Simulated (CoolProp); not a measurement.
The fluid at 490.6 K and 0.149 MPa flows at 1.7 m/s in a round tube of 4.6 mm bore and 0.25 µm roughness, fully developed (64/Re and Nu = 3.66 if laminar; Colebrook and Gnielinski if turbulent). The same conditions are run with several fluids, on thermodynamics alone (safety and materials aside).

Model: reference Helmholtz-energy equation of state of each fluid (ethane: Bücker 2006; R410A: Lemmon 2003; normal hydrogen: Leachman 2009; oxygen: Schmidt 1985), in CoolProp. Blends and air are pseudo-pure fits.

```json
[
 {"fluid": "ethane", "Reynolds number": "591", "Darcy friction factor": "0.108", "pressure drop (Pa/m)": "37.4", "heat-transfer coefficient (W/(m² K))": "___", "mass flow (kg/h)": "0.112"},
 {"fluid": "R410A", "Reynolds number": "995", "Darcy friction factor": "0.0643", "pressure drop (Pa/m)": "53.7", "heat-transfer coefficient (W/(m² K))": "21.9", "mass flow (kg/h)": "0.270"},
 {"fluid": "normal hydrogen", "Reynolds number": "___", "Darcy friction factor": "1.40", "pressure drop (Pa/m)": "32.3", "heat-transfer coefficient (W/(m² K))": "___", "mass flow (kg/h)": "0.00748"},
 {"fluid": "oxygen", "Reynolds number": "304", "Darcy friction factor": "0.211", "pressure drop (Pa/m)": "77.3", "heat-transfer coefficient (W/(m² K))": "___", "mass flow (kg/h)": "0.119"}
]
```

### Question
What belongs in the gaps?

### Answer

- ethane, heat-transfer coefficient (W/(m² K)): 41.4
- normal hydrogen, Reynolds number: 45.8
- normal hydrogen, heat-transfer coefficient (W/(m² K)): 213
- oxygen, heat-transfer coefficient (W/(m² K)): 32.2

Above 300 K oxygen's equation is extrapolated.

Transport values come from each fluid's own correlations.
